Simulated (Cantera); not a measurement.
Feed: 1 mol FeS, 0.53 mol O₂, 3 mol N₂, equilibrated at 26.0 mbar.

These are equilibrium values from Cantera (NASA tables, ideal gas, pure condensed phases), not measurements of a reactor. Candidate condensed phases: Fe, FeO, FeS, FeSO₄, FeS₂, Fe₂O₃, Fe₂(SO₄)₃, Fe₃O₄, S; 19 gas species. Mutual solubility and eutectic melting of coexisting phases are not modelled. FeS: taken at fixed stoichiometry. Gases not in the tables: S₃ to S₇. Rates play no part. All values below are at 777 °C.

Base state: N₂ 0.903, SO₂ 0.0881, S₂ 0.00914, S₂O 0.000201, SO 3.02e-5 (mole fractions); condensed: FeS(s) + Fe₃O₄(s).

Problem. What changes in the equilibrium state with this change: FeS replaced by FeS₂?

Solution. 
```
species          before    after
-------------  --------  -------
N₂                0.903    0.797
SO₂              0.0881    0.140
S₂              0.00914   0.0616
S₂O            0.000201  0.00106
SO              3.02e-5  6.15e-5
FeS(s), mol       0.645     1.00
Fe₃O₄(s), mol     0.118        0
```
